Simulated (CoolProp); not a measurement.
Vapour-liquid equilibrium of benzene (1) + n-decane (2) at 205 kPa; x and y are mole fractions of (1).

Computed with CoolProp (multi-fluid Helmholtz-energy mixture model, Thol 2012 and Lemmon 2006; pair parameters Bell 2016).

```
x     bubble temperature (°C)  y at the bubble point  dew temperature at overall composition x (°C)  liquid density (mol/L)
----  -----------------------  ---------------------  ---------------------------------------------  ----------------------
0.05                    192.5                  0.248                                          201.9                   4.240
0.15                    171.8                  0.581                                          197.3                   4.646
0.25                    155.5                  0.757                                          192.4                   5.065
0.35                    143.1                  0.850                                          187.0                   5.505
0.45                    133.7                  0.904                                          181.0                   5.978
0.55                    126.3                  0.936                                          174.2                   6.501
0.65                    120.3                  0.958                                          166.2                   7.091
0.75                    115.3                  0.974                                          156.3                   7.769
0.85                    110.8                  0.986                                          143.2                   8.562
0.95                    106.7                  0.996                                          122.7                   9.506
```

No azeotrope shows between x = 0.05 and 0.95.

Pair parameters are fitted to limited data, so mixtures are less certain than the pure fluids. The gap from Raoult's law changes sign with composition, which may be real or a fault of the pair parameters; it wasn't checked against measurements.
